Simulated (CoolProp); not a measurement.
The fluid at 344 K and 0.312 MPa is throttled through a valve to 0.0599 MPa with no heat exchange. The same conditions are run with several fluids, on thermodynamics alone (safety and materials aside).

Computed with CoolProp (reference Helmholtz-energy equation of state of each fluid (methane: Setzmann 1991; sulfur dioxide: Gao 2016; n-butane: Bücker 2006; R404A: Lemmon 2003; normal hydrogen: Leachman 2009)). Blends and air are pseudo-pure fits.

Rank methane, sulfur dioxide, n-butane, R404A, normal hydrogen by temperature change (K), highest first.

normal hydrogen (+0.1), methane (-0.8), R404A (-2.8), n-butane (-4.2), sulfur dioxide (-6.2)

```csv
fluid,final density (kg/m³)
methane,0.337
sulfur dioxide,1.37
n-butane,1.25
R404A,2.07
normal hydrogen,0.0422
```
